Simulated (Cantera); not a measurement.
Charge: 1 mol SiH4, 49 mol N2, equilibrated at 1150 °C and 0.133 bar.

Cantera equilibrium calculation (NASA polynomials, part measured and part estimated; ideal gas, pure solids and liquids). Candidate condensed phases: Si, Si3N4; 18 gas species. N2 is the only nitrogen source here; it is nearly inert below about 1500 K, so the nitride shown seldom forms there in practice. Rates play no part.

Base state: N2 0.960, H2 0.0397 (mole fractions); condensed: Si3N4(s).

**Question.** What changes in the equilibrium state with this change: SiH4 replaced by SiHCl3?

**Answer.** 
```tsv
species	before	after
N2	0.960	0.969
HCl	0	0.0182
SiCl4	0	0.00776
H2	0.0397	0.000836
SiCl2	0	0.00211
SiCl3	0	0.00203
SiHCl3	0	2.77e-5
Si3N4(s), mol	0.333	0.133
```
The tables' values for SiCl3 are old estimates; treat these amounts as uncertain. Further candidate phases: NH4Cl.
